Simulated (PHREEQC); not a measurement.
K2CO3 is added in steps, without added water, to 1 kg of water holding 0.023 mol/kgw H2SO4, 0.0011 mol/kgw CuSO4 and 0.0006 mol/kgw MnSO4, at 34 °C. No oxygen is let in. The system is closed to CO2. Solids allowed: Rhodochrosite, Pyrochroite, Cu(OH)2, Malachite, Brochantite, Antlerite, Chalcanthite. Others were left out.

Base run: PHREEQC, ion-association model, wateq4f.dat. Each further column changes one thing. The table gives HSO4- (mol/kgw).

```json
[
 {"K2CO3 added (mol)": "0", "base": "0.0155", "MnSO4 from 0.0006 to 0.0003 mol/kgw": "0.0154", "0.023 mol/kgw HF added": "(withheld)", "no solid may form": "0.0155"},
 {"K2CO3 added (mol)": "0.0025", "base": "0.0146", "MnSO4 from 0.0006 to 0.0003 mol/kgw": "0.0145", "0.023 mol/kgw HF added": "0.0147", "no solid may form": "0.0146"},
 {"K2CO3 added (mol)": "0.005", "base": "0.0135", "MnSO4 from 0.0006 to 0.0003 mol/kgw": "0.0134", "0.023 mol/kgw HF added": "(withheld)", "no solid may form": "0.0135"},
 {"K2CO3 added (mol)": "0.0075", "base": "0.0122", "MnSO4 from 0.0006 to 0.0003 mol/kgw": "0.0121", "0.023 mol/kgw HF added": "0.0124", "no solid may form": "0.0122"},
 {"K2CO3 added (mol)": "0.01", "base": "0.0107", "MnSO4 from 0.0006 to 0.0003 mol/kgw": "0.0107", "0.023 mol/kgw HF added": "(withheld)", "no solid may form": "0.0107"},
 {"K2CO3 added (mol)": "0.0125", "base": "0.00912", "MnSO4 from 0.0006 to 0.0003 mol/kgw": "0.00908", "0.023 mol/kgw HF added": "(withheld)", "no solid may form": "0.00912"},
 {"K2CO3 added (mol)": "0.015", "base": "0.00729", "MnSO4 from 0.0006 to 0.0003 mol/kgw": "0.00726", "0.023 mol/kgw HF added": "(withheld)", "no solid may form": "0.00729"},
 {"K2CO3 added (mol)": "0.0175", "base": "0.00525", "MnSO4 from 0.0006 to 0.0003 mol/kgw": "0.00523", "0.023 mol/kgw HF added": "(withheld)", "no solid may form": "0.00525"},
 {"K2CO3 added (mol)": "0.02", "base": "0.00299", "MnSO4 from 0.0006 to 0.0003 mol/kgw": "0.00298", "0.023 mol/kgw HF added": "0.00451", "no solid may form": "0.00299"},
 {"K2CO3 added (mol)": "0.0225", "base": "0.000538", "MnSO4 from 0.0006 to 0.0003 mol/kgw": "0.000536", "0.023 mol/kgw HF added": "0.00296", "no solid may form": "0.000538"},
 {"K2CO3 added (mol)": "0.025", "base": "7.21e-6", "MnSO4 from 0.0006 to 0.0003 mol/kgw": "7.15e-6", "0.023 mol/kgw HF added": "0.00176", "no solid may form": "(withheld)"}
]
```

What belongs in the gaps?


- 0, 0.023 mol/kgw HF added: 0.0156
- 0.005, 0.023 mol/kgw HF added: 0.0136
- 0.01, 0.023 mol/kgw HF added: 0.0111
- 0.0125, 0.023 mol/kgw HF added: 0.00956
- 0.015, 0.023 mol/kgw HF added: 0.00793
- 0.0175, 0.023 mol/kgw HF added: 0.00622
- 0.025, no solid may form: 4.65e-6

 wateq4f.dat counts part of the HF as a dimer, H2F2, which phreeqc.dat doesn't know; its constant is uncertain. In at least one series the solution becomes supersaturated in solids that the run did not let form, among them Malachite, Brochantite, Antlerite. Solids allowed in the column '0.023 mol/kgw HF added': Rhodochrosite, Pyrochroite, Cu(OH)2, Malachite, Brochantite, Antlerite, Chalcanthite, CuF2:2H2O.
